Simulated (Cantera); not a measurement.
An adiabatic, constant-volume homogeneous reactor starts with 8.60 % CO, 1.63 % H2, 2.67 % CH4, 17.4 % O2, 65.4 % N2, 4.30 % H2O, equivalence ratio 0.60, at 1150 K and 26000 Pa.

Detailed kinetics in Cantera: GRI-Mech 3.0 (53 species, 325 reactions).

Predict: time of steepest temperature rise; temperature at 0.200 s; equilibrium temperature; x(CO) at 0.200 s; x(H2) at 0.200 s.


| Property | Result |
|---|---|
| time of steepest temperature rise | 3.28 ms |
| temperature at 0.200 s | 2471 K |
| equilibrium temperature | 2471 K |
| x(CO) at 0.200 s | 0.0164 (gas-phase equilibrium 0.0164) |
| x(H2) at 0.200 s | 0.00285 (gas-phase equilibrium 0.00285) |
